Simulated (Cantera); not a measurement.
Charge: 1 mol PH3, 0.36 mol O2, 8.3 mol H2, equilibrated at 1250 °C and 100000 Pa.

Equilibrium computed with Cantera from the NASA thermochemical tables; the gas is ideal and each condensed phase is pure. Candidate condensed phases: H2O, P, P4O10; 17 gas species. Gases not in the tables: HPO2, HPO3 and P4O6. Equilibrium is a limit: real reactors are often held back by kinetics, nucleation or transport.

Base state: H2 0.883, H2O 0.0693, P2 0.0447, P4 0.00178, PO 0.000505, PH3 0.000111, PO2 0.000104, H 2.18e-5 (mole fractions); condensed: gas only.

**Question.** What changes in the equilibrium state with this change: temperature from 1250 °C to 2427 °C?

**Answer.** 
| species | before | after |
|---|---|---|
| H2 | 0.883 | 0.850 |
| H | 2.18e-5 | 0.0524 |
| PO | 0.000505 | 0.0325 |
| H2O | 0.0693 | 0.0316 |
| P2 | 0.0447 | 0.0273 |
| O | <1e-9 | 1.96e-5 |
| OH | 5.26e-8 | 0.000498 |

**Question.** What changes in the equilibrium state with this change: O2 from 0.36 to 4.5 mol?

**Answer.** 
```csv
species,before,after
H2O,0.0693,0.667
H2,0.883,0.286
PO2,0.000104,0.0251
P2,0.0447,0.00328
P4O10,<1e-9,0.0154
P4,0.00178,9.58e-6
PH3,0.000111,5.51e-6
PO,0.000505,0.00407
H,2.18e-5,1.24e-5
```

**Question.** What changes in the equilibrium state with this change: temperature from 1250 °C to 2652 °C?

**Answer.** 
```json
[
 {"species": "H2", "before": "0.883", "after": "0.796"},
 {"species": "H", "before": "2.18e-5", "after": "0.111"},
 {"species": "PO", "before": "0.000505", "after": "0.0379"},
 {"species": "H2O", "before": "0.0693", "after": "0.0235"},
 {"species": "P2", "before": "0.0447", "after": "0.0209"},
 {"species": "O", "before": "<1e-9", "after": "8.90e-5"},
 {"species": "OH", "before": "5.26e-8", "after": "0.00103"},
 {"species": "P4", "before": "0.00178", "after": "1.13e-7"},
 {"species": "P", "before": "8.15e-7", "after": "0.00695"},
 {"species": "PH", "before": "5.49e-6", "after": "0.00177"}
]
```
